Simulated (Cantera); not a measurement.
A closed system holds: 1 mol S, 0.034 mol H₂O, 0.041 mol H₂, held at 13.3 mbar.

Method: chemical equilibrium by Gibbs-energy minimisation in Cantera with the NASA 1993 tables (ideal gas, pure condensed phases). Candidate condensed phases: H₂O, H₂SO₄, S; 19 gas species. Rates play no part.

Q: At 2527 °C, list the 6 most abundant gas species with their mole fractions, and the condensed phases.

A: S 0.576, S₂ 0.242, H 0.104, SO 0.0346, H₂ 0.0216, SH 0.0183. Condensed: gas only.
